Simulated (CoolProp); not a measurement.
Vapour-liquid equilibrium of R22 (1) + n-hexane (2) at -0.45 °C; x and y are mole fractions of (1).

Model: multi-fluid Helmholtz-energy mixture model, Kamei 1995 and Thol 2019; pair parameters Bell 2016, in CoolProp.

```
x      bubble pressure, mixture model (MPa)  bubble pressure, Raoult's law (MPa)  y, mixture model  y, Raoult's law
-----  ------------------------------------  -----------------------------------  ----------------  ---------------
0.05                                0.04508                              0.03014             0.873            0.814
0.125                                0.1010                              0.06650             0.945            0.922
0.2                                  0.1517                               0.1029             0.965            0.954
0.275                                0.1965                               0.1392             0.975            0.969
0.35                                 0.2353                               0.1756             0.980            0.978
0.425                                0.2688                               0.2120             0.983            0.984
0.5                                  0.2982                               0.2483             0.986            0.988
0.575                                0.3247                               0.2847             0.988            0.991
0.65                                 0.3499                               0.3210             0.990            0.994
0.725                                0.3751                               0.3574             0.992            0.995
0.8                                  0.4019                               0.3938             0.994            0.997
0.875                                0.4315                               0.4301             0.996            0.998
0.95                                 0.4653                               0.4665             0.998            0.999
```

The largest gap from Raoult's law is +51.9 % in bubble pressure, at x = 0.125. No azeotrope shows between x = 0.05 and 0.95.

The pair parameters rest on a limited set of measurements; away from them the model extrapolates. With so large a gap from Raoult's law the liquid may split in two, which this calculation doesn't test in full.
